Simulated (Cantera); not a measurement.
A closed system holds: 1 mol Si, 0.28 mol H₂O, 0.67 mol N₂, equilibrated at 1675 K and 12.0 mbar.

These are equilibrium values from Cantera (NASA tables, ideal gas, pure condensed phases), not measurements of a reactor. Candidate condensed phases: H₂O, Si, SiO₂, Si₂N₂O, Si₃N₄; 35 gas species. Mutual solubility and eutectic melting of coexisting phases are not modelled. The numbers say what is thermodynamically allowed, not how fast it happens.

Base state: H₂ 0.740, N₂ 0.257, SiO 0.00223, H 0.000912, Si 1.74e-5 (mole fractions); condensed: Si₂N₂O(s) + Si₃N₄(s).

Task: What changes in the equilibrium state with this change: temperature from 1675 K to 1075 K?

Result: 
```csv
species,before,after
H₂,0.740,0.743
N₂,0.257,0.257
H,0.000912,1.15e-7
SiO,0.00223,<1e-9
Si,1.74e-5,<1e-9
"Si₂N₂O(s), mol",0.279,0.280
"Si₃N₄(s), mol",0.147,0.147
```
N₂ is the only nitrogen source here; it is nearly inert below about 1500 K, so the nitride shown seldom forms there in practice.

Task: What changes in the equilibrium state with this change: temperature from 1675 K to 1450 K?

Result: 
| species | before | after |
|---|---|---|
| H₂ | 0.740 | 0.743 |
| N₂ | 0.257 | 0.257 |
| H | 0.000912 | 7.44e-5 |
| SiO | 0.00223 | 3.63e-6 |
| Si | 1.74e-5 | 8.04e-9 |
| Si₂N₂O(s), mol | 0.279 | 0.280 |
| Si₃N₄(s), mol | 0.147 | 0.147 |
N₂ is the only nitrogen source here; it is nearly inert below about 1500 K, so the nitride shown seldom forms there in practice.
